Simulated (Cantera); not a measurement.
A diamond (100) surface in a fixed gas of H2 with x(CH4) = 0.0086, x(H) = 0.028, at 1398 K, 158 Torr; coverages are run to steady state.

Detailed kinetics in Cantera: the Harris–Goodwin 1993 mechanism for the reconstructed diamond (100) surface.

One state of this run: growth (µm/h) = 212; θ c6HH = 0.326; θ c6H* = 0.0604; θ c6*H = 0.543; θ c6** = 0.0649; θ c6HM = 0.00214. θ: site fractions in the mechanism's names (c6HH fully hydrogenated, c6H* and c6*H radical sites, c6** diradical, c6HM methylated).

Task: Which value of x(CH3) does it belong to?
A) 0.00019
B) 6.7e-05
C) 0.0016
D) 1e-06

Result: C, 0.0016
